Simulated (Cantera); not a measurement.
# Equilibrium for abatement and gas-phase synthesis: CS2 + H2 + O2

Charge: 1 mol CS2, 1.2 mol H2, 2.5 mol O2, held at 101000 Pa.

Cantera equilibrium calculation (NASA polynomials, part measured and part estimated; ideal gas, pure solids and liquids). Candidate condensed phases: C, C6H6, C7H8, C8H18, H2O, H2SO4, S; 146 gas species. Ions and electrons are included (thermal ionisation). Kinetics and transport are ignored.

From 2227 °C to 4727 °C nothing is condensed. The main C-bearing gas is CO throughout.

```csv
T (°C),x O,x SO2,x H,x H2O,x S,x SO,x CO,x CO2,x H2,x OH,x O2,x S2
2227,0.000240,0.299,0.00682,0.210,0.00831,0.0993,0.170,0.0773,0.0745,0.00398,0.000277,0.0365
2727,0.0103,0.243,0.0433,0.157,0.0232,0.164,0.178,0.0497,0.0760,0.0296,0.00842,0.00850
3227,0.1000,0.107,0.136,0.0585,0.0575,0.183,0.161,0.0210,0.0540,0.0680,0.0416,0.00426
3727,0.273,0.0161,0.223,0.00655,0.130,0.112,0.130,0.00483,0.0198,0.0431,0.0340,0.00326
4227,0.379,0.00113,0.247,0.000433,0.185,0.0370,0.113,0.00102,0.00516,0.0145,0.0118,0.00153
4727,0.412,7.77e-5,0.252,3.63e-5,0.205,0.0105,0.108,0.000262,0.00156,0.00474,0.00351,0.000572
```
x: gas mole fraction; nothing condenses.
